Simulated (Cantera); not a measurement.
A Cantera script and its output.

```python
import numpy as np
import cantera as ct

gas = ct.Solution("gri30.yaml")
gas.TPX = 525, 24000, {'CO': 1, 'H2': 0.065, 'O2': 0.592, 'N2': 2.22}
inlet = ct.Reservoir(gas, clone=True)
gas.equilibrate("HP")  # start burning
reactor = ct.IdealGasConstPressureReactor(gas, energy="on", clone=False)
exhaust = ct.Reservoir(gas, clone=True)
tau = [0.051, 0.021, 0.009, 0.0037, 0.0016, 0.00065, 0.00027, 0.00011, 4.8e-05, 2e-05][0]
for a, b in ((inlet, reactor), (reactor, exhaust)):
    ct.MassFlowController(a, b, mdot=lambda t: reactor.mass / tau)
net = ct.ReactorNet([reactor])
show = ['CO', 'H2', 'O2', 'H2O2', 'H2O']

rows = []
print(f"{'tau/s':>10s}{'T/K':>9s}" + "".join(f"{s:>11s}" for s in show))
for tau in [0.051, 0.021, 0.009, 0.0037, 0.0016, 0.00065, 0.00027, 0.00011, 4.8e-05, 2e-05]:
    net.initial_time = 0.0
    net.advance(30 * tau)
    before = gas.X
    net.advance(40 * tau)
    drift = np.max(np.abs(gas.X - before) / (gas.X + 1e-9))
    rows.append([gas.T, *gas[show].X, drift])
    print(f"{tau:10.3e}{gas.T:9.1f}" + "".join(f"{x:11.3e}" for x in gas[show].X))
```

It prints:

```
     tau/s      T/K         CO         H2         O2       H2O2        H2O
 5.100e-02   2062.2  7.758e-02  1.058e-03  5.090e-02  1.432e-08  1.374e-02
 2.100e-02   1920.3  9.015e-02  1.301e-03  5.581e-02  2.617e-08  1.213e-02
 9.000e-03   1772.8  1.007e-01  1.469e-03  5.937e-02  4.849e-08  1.017e-02
 3.700e-03   1604.6  1.109e-01  1.480e-03  6.272e-02  8.677e-08  7.778e-03
 1.600e-03   1424.1  1.262e-01  1.355e-03  6.988e-02  1.206e-07  6.153e-03
 6.500e-04    525.0  2.579e-01  1.677e-02  1.527e-01  8.563e-20  4.831e-17
 2.700e-04    525.0  2.579e-01  1.677e-02  1.527e-01  1.574e-22  9.409e-20
 1.100e-04    525.0  2.579e-01  1.677e-02  1.527e-01  9.864e-24  6.824e-21
 4.800e-05    525.0  2.579e-01  1.677e-02  1.527e-01  6.231e-25  6.046e-22
 2.000e-05    525.0  2.579e-01  1.677e-02  1.527e-01  3.936e-26  6.507e-23
```

Computed with Cantera and GRI-Mech 3.0 (53 species, 325 reactions).
